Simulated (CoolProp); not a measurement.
Saturation properties of propylene.

The numbers come from the reference Helmholtz-energy equation of state, Lemmon 2013 in CoolProp.

| T (°C) | p (MPa) | liquid density (kg/m³) | vapour density (kg/m³) | liquid viscosity (µPa s) | liquid conductivity (mW/(m K)) |
|---|---|---|---|---|---|
| -55.35 | 0.07029 | 619.5 | 1.680 | 214 | 149 |
| -44.75 | 0.1152 | 606.5 | 2.658 | 189 | 144 |
| -34.05 | 0.1806 | 592.9 | 4.041 | 169 | 140 |
| -23.45 | 0.2702 | 579.0 | 5.900 | 151 | 135 |
| -12.85 | 0.3900 | 564.6 | 8.356 | 136 | 130 |
| -2.25 | 0.5458 | 549.4 | 11.54 | 123 | 125 |
| 8.35 | 0.7436 | 533.5 | 15.63 | 111 | 120 |
| 18.95 | 0.9898 | 516.5 | 20.82 | 101 | 114 |
| 29.65 | 1.294 | 498.1 | 27.47 | 90.9 | 109 |
| 40.25 | 1.658 | 478.1 | 35.89 | 82.0 | 103 |
| 50.85 | 2.091 | 455.8 | 46.77 | 73.5 | 97.7 |
| 61.45 | 2.603 | 429.9 | 61.24 | 65.1 | 91.8 |

It boils at -47.6 °C under 1 atm.

Viscosity comes from a separate model (Huber 2003), an estimate that may be off by 10 % or more. Thermal conductivity comes from a separate model (Huber 2003), an estimate that may be off by 10 % or more.
